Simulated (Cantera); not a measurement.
Input: 1 mol Al(CH₃)₃, 2 mol H₂O, 550 mol N₂, at 18.0 Pa.

These are equilibrium values from Cantera (NASA tables, ideal gas, pure condensed phases), not measurements of a reactor. Candidate condensed phases: Al, AlN, Al₂O₃, C, C₆H₆, C₇H₈, C₈H₁₈, H₂O; 148 gas species. The feed counts by its element totals alone. Rates play no part.

Over these rows the condensed part is AlN(s) + C(graphite). Partial pressures as log10 of bar:

```csv
T (K),1000/T (1/K),log p HCN,log p N₂,log p H₂
1123,0.8905,-9.24,-3.75,-5.68
1223,0.8177,-8.73,-3.75,-5.68
1323,0.7559,-8.31,-3.75,-5.68
1423,0.7027,-7.94,-3.75,-5.68
1523,0.6566,-7.62,-3.75,-5.68
1623,0.6161,?,-3.75,-5.69
```

Fit log p(HCN) = a + b·(1000/T) to the five rows, give the apparent enthalpy, and predict the row at 1623 K.

Means: 1000/T = 0.7647, log p = -8.368. Sxy = -0.236789, Sxx = 0.0342417, so b = -6.92 and a = -8.368 − (-6.92)×0.7647 = -3.08.
Apparent enthalpy: −19.145 × (-6.92) = 132 kJ/mol. With the condensed phases at unit activity, C(graphite) + 1/2 N₂(g) + 1/2 H₂(g) = HCN(g) links this pressure to the main gases: over the six rows their terms move log p by -0.01 in all, so the slope is close to that reaction's ΔH°. The five rows lie within 0.01 of the line.
Prediction at 1623 K: -3.08 + (-6.92)×0.6161 = -7.34. The computed value is -7.35, 0.01 from the line.
